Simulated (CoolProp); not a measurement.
Values from CoolProp's reference Helmholtz-energy equation of state, Lemmon 2006. It is a short technical equation, of lower accuracy than the large ones.

Task: For carbon monoxide, give the phase and the Z, cp (kJ/(kg K)), cv (kJ/(kg K)) at 208.3 K and 4.18 MPa.

Result: 
- 208.3 K and 4.18 MPa: supercritical; Z 0.914, cp 1.26, cv 0.770
